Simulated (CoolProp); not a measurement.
Decamethyltetrasiloxane (MD2M) along the isotherm 600 K: density (kg/m³) from the reference equation and from simpler models built on Tc = 599.4 K, pc = 1144 kPa, ω = 0.635; each cubic takes its own stable root.

Computed with CoolProp (reference Helmholtz-energy equation of state, Thol 2017).

```tsv
p (kPa)	phase	reference
520	gas	38.75
1040	gas	117.4
1560	supercritical	442.4
2080	supercritical	473.2
2600	supercritical	491.8
3120	supercritical	505.7
3640	supercritical	516.8
4160	supercritical	526.3
4680	supercritical	534.5
5200	supercritical	541.9
5720	supercritical	548.5
```

**Question.** How far does each simpler model (ideal gas, van der Waals, Redlich-Kwong, Soave-Redlich-Kwong) lie from the reference over these 11 states: mean and median of the absolute difference, and the worst?

**Answer.** 
- ideal gas: mean 51.7 %, median 50.8 %, worst -78.0 % at 600 K and 1560 kPa
- van der Waals: mean 25.1 %, median 28.9 %, worst -33.2 % at 600 K and 1560 kPa
- Redlich-Kwong: mean 10.2 %, median 10.3 %, worst -19.8 % at 600 K and 1560 kPa
- Soave-Redlich-Kwong: mean 10.3 %, median 10.4 %, worst -20.0 % at 600 K and 1560 kPa
